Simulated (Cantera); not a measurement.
A closed system holds: 1 mol CO2, 0.49 mol H2, held at 750 K and 16.0 Pa.

These are equilibrium values from Cantera (NASA tables, ideal gas, pure condensed phases), not measurements of a reactor. Candidate condensed phases: C, C6H6, C7H8, C8H18, H2O; 110 gas species. Equilibrium is a limit: real reactors are often held back by kinetics, nucleation or transport.

Base state: CO2 0.539, H2 0.197, CO 0.132, H2O 0.132 (mole fractions); condensed: gas only.

Problem. What changes in the equilibrium state with this change: temperature from 750 K to 3148.15 K?

Solution. 
| species | before | after |
|---|---|---|
| CO | 0.132 | 0.336 |
| O | <1e-9 | 0.334 |
| H | <1e-9 | 0.328 |
| CO2 | 0.539 | 0.000176 |
| H2O | 0.132 | 1.17e-6 |
| H2 | 0.197 | 0.000290 |
| O2 | <1e-9 | 0.000530 |
| OH | <1e-9 | 0.000491 |
